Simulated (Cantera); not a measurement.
Charge: 1 mol HMDSO, 0.48 mol CO2, 2.3 mol H2, held at 1700 K and 1000 Pa.

Method: chemical equilibrium by Gibbs-energy minimisation in Cantera with the NASA 1993 tables (ideal gas, pure condensed phases). Candidate condensed phases: C, C6H6, C7H8, C8H18, H2O, Si, SiC, SiO2; 123 gas species. The feed counts by its element totals alone. The numbers say what is thermodynamically allowed, not how fast it happens.

Base state: H2 0.851, CO 0.147, H 0.00136, SiO 0.000602, C2H2 (acetylene) 6.25e-5 (mole fractions); condensed: C(graphite) + SiC(s).

Q: What changes in the equilibrium state with this change: temperature from 1700 K to 1623 K?

A: 
```tsv
species	before	after
H2	0.851	0.852
CO	0.147	0.147
H	0.00136	0.000638
SiO	0.000602	0.000464
C2H2 (acetylene)	6.25e-5	2.97e-5
CH4	7.93e-6	1.08e-5
C(graphite), mol	2.53	2.53
SiC(s), mol	1.99	1.99
```

Q: What changes in the equilibrium state with this change: CO2 from 0.48 to 5.3 mol?

A: 
| species | before | after |
|---|---|---|
| H2 | 0.851 | 0.493 |
| CO | 0.147 | 0.456 |
| SiO | 0.000602 | 0.0502 |
| C2H2 (acetylene) | 6.25e-5 | 1.35e-6 |
| H | 0.00136 | 0.00103 |
| C(graphite), mol | 2.53 | 0 |
| SiC(s), mol | 1.99 | 0.850 |
